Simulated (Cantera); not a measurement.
Input (Python, Cantera) and output of one run.

```python
import numpy as np
import cantera as ct

gas_names = """
    H HNO HNO2 HNO3 HO2 H2 H2O H2O2 N NH NH2 NH3 NH2OH NO NO2 NO3 N2 N2H2 N2H4 N2O O OH O2 O3 V VN VO
    VO2
""".split()
cond_names = """
    H2O(s) H2O(L) V(cr) V(L) VN(s) VO(s) VO(L) V2O3(s) V2O3(L) V2O4(I) V2O4(II) V2O4(L) V2O5(s) V2O5(L)
""".split()


def load(file, names, dense=False):
    # The tables refer to 1 bar. Condensed volumes are neglected.
    table = {s.name: s for s in ct.Species.list_from_file(file)}
    out = []
    for n in names:
        d = dict(table[n].input_data)
        d["thermo"] = dict(d["thermo"], **{"reference-pressure": 1e5})
        if dense:
            d["equation-of-state"] = {"model": "constant-volume", "density": "1e6 g/cm^3"}
        out.append(ct.Species.from_dict(d))
    return out


gas = ct.Solution(thermo="ideal-gas", species=load("nasa_gas.yaml", gas_names))
cond = {s.name: ct.Solution(thermo="fixed-stoichiometry", species=[s], name=s.name)
        for s in load("nasa_condensed.yaml", cond_names, dense=True)}
atoms = {
    'V': {'V': 1},
    'H2O': {'H': 2, 'O': 1},
    'N2': {'N': 2},
}
top_T = {'VN(s)': 2300}  # K; cautious upper limits of use, not melting points


def equilibrate(T, P, feed):
    n = {}
    for name, mol in feed.items():
        for a, k in atoms[name].items():
            n[a] = n.get(a, 0.0) + k * mol
    gas.TPX = T, P, n
    mass = sum(n.values()) * gas.mean_molecular_weight
    gas.equilibrate("TP")
    valid = [c for c in cond.values() if c.min_temp <= T <= top_T.get(c.name, c.max_temp)]
    mix = ct.Mixture([(gas, mass / gas.mean_molecular_weight)] + [(c, 0.0) for c in valid])
    mix.T, mix.P = T, P
    mix.equilibrate("TP", solver="vcs", rtol=1e-11, max_steps=5000)
    return mix


results = []
T = 2173  # K
P = 101325  # Pa
for m in [1.2, 1.6, 2.3, 3.2, 4.4, 6.2, 8.6, 12, 17, 23]:
    feed = {'V': 1, 'H2O': 26, 'N2': m}  # mol
    mix = equilibrate(T, P, feed)
    results.append((T, P, feed, dict(zip(mix.species_names, mix.species_moles))))

top = {s: max(r[3][s] / sum(r[3][g] for g in gas_names) for r in results) for s in gas_names}
cols = sorted((s for s in top if top[s] > 0.001), key=lambda s: -top[s])[:6]
seen = [c for c in cond_names if any(r[3].get(c, 0) > 1e-12 for r in results)]
print("log10 of partial pressures in bar; condensed amounts in mol")
print(f"{'n(N2)':>10s}" + "".join(f"{s[:9]:>10s}" for s in cols + seen))
for T, P, feed, n in results:
    ng = sum(n[g] for g in gas_names)
    print(f"{feed['N2']:10.4g}" + "".join(f"{np.log10(max(n[s] / ng * P / 1e5, 1e-99)):10.3f}" for s in cols)
          + "".join(f"{n.get(c, 0):10.4g}" for c in seen))
```

Result:

```
log10 of partial pressures in bar; condensed amounts in mol
     n(N2)       H2O        N2        H2       VO2        OH         H   V2O3(s)   V2O4(L)
       1.2    -0.044    -1.352    -1.234    -2.569    -2.617    -2.933    0.4576   0.00597
       1.6    -0.050    -1.234    -1.240    -2.569    -2.620    -2.937    0.4584  0.004699
       2.3    -0.061    -1.087    -1.251    -2.569    -2.625    -2.942    0.4596  0.002566
       3.2    -0.075    -0.957    -1.265    -2.569    -2.632    -2.949    0.4609         0
       4.4    -0.092    -0.836    -1.281    -2.569    -2.641    -2.957    0.4594         0
       6.2    -0.117    -0.712    -1.305    -2.570    -2.655    -2.969     0.457         0
       8.6    -0.149    -0.601    -1.334    -2.571    -2.671    -2.984    0.4539         0
        12    -0.190    -0.497    -1.373    -2.572    -2.693    -3.003    0.4495         0
        17    -0.244    -0.399    -1.423    -2.574    -2.722    -3.028    0.4431         0
        23    -0.301    -0.325    -1.476    -2.576    -2.752    -3.055    0.4355         0
```

Method: chemical equilibrium by Gibbs-energy minimisation in Cantera with the NASA 1993 tables (ideal gas, pure condensed phases). Mutual solubility and eutectic melting of coexisting phases are not modelled. Condensed phases not in the tables: the oxides between V2O3 and V2O5 other than VO2.
